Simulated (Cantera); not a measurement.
## SiH2Cl2 + H2O + N2 (silicon oxide and oxynitride deposition)

A closed system holds: 1 mol SiH2Cl2, a varied amount of H2O, 50 mol N2, equilibrated at 1873 K and 1000 Pa.

Equilibrium computed with Cantera from the NASA thermochemical tables; the gas is ideal and each condensed phase is pure. Candidate condensed phases: H2O, NH4Cl, Si, SiO2, Si2N2O, Si3N4; 47 gas species. The tables hold silica as quartz up to 1696 K and as liquid above; real silica turns to tridymite and cristobalite and melts near 1996 K. Equilibrium is a limit: real reactors are often held back by kinetics, nucleation or transport.

```csv
n(H2O) (mol),log p N2,log p H2O,log p HCl,log p H2,log p SiO,log p Cl,n SiO2(condensed)
1.1,-2.03,-5.02,-3.45,-3.71,-3.75,-4.90,0.0480
1.4,-2.03,-4.79,-3.45,-3.61,-3.90,-4.95,0.311
1.7,-2.04,-4.54,-3.45,-3.55,-4.07,-4.98,0.542
2.2,-2.04,-4.13,-3.45,-3.48,-4.42,-5.02,0.793
2.7,-2.04,-3.83,-3.45,-3.46,-4.70,-5.03,0.890
3.4,-2.05,-3.58,-3.45,-3.46,-4.94,-5.04,0.937
4.2,-2.05,-3.40,-3.46,-3.46,-5.12,-5.04,0.958
5.2,-2.06,-3.25,-3.47,-3.46,-5.28,-5.05,0.970
6.5,-2.07,-3.11,-3.48,-3.47,-5.42,-5.05,0.978
8.2,-2.08,-2.99,-3.49,-3.48,-5.56,-5.06,0.983
10,-2.09,-2.89,-3.50,-3.49,-5.67,-5.07,0.987
13,-2.11,-2.77,-3.52,-3.51,-5.80,-5.08,0.990
```
log p: log10 of the partial pressure in bar; n: condensed amount in mol.

From 1.1 mol H2O to 13 mol H2O the condensed part is SiO2(condensed). The main Si-bearing gas is SiO throughout. The share of Si in condensed phases is highest at 13 mol H2O (99.0 %) and lowest at 1.1 mol H2O (4.8 %).
